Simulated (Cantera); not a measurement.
Feed: 1 mol SiCl4, 0.0049 mol Cl2, 20 mol H2, held at 0.00880 bar.

Method: chemical equilibrium by Gibbs-energy minimisation in Cantera with the NASA 1993 tables (ideal gas, pure condensed phases). Candidate condensed phases: Si; 19 gas species. The tables' values for SiCl3 are old estimates; treat these amounts as uncertain. The numbers say what is thermodynamically allowed, not how fast it happens. All values below are at 827 °C.

Base state: H2 0.905, HCl 0.0560, SiCl4 0.0227, SiCl2 0.00705, SiHCl3 0.00542, SiCl3 0.00339, SiH2Cl2 0.000155 (mole fractions); condensed: Si(s).

### Question
What changes in the equilibrium state with this change: SiCl4 replaced by SiHCl3?

### Answer
```tsv
species	before	after
H2	0.905	0.923
HCl	0.0560	0.0506
SiCl4	0.0227	0.0146
SiCl3	0.00339	0.00243
SiHCl3	0.00542	0.00392
SiCl2	0.00705	0.00565
Si(s), mol	0.173	0.424
```
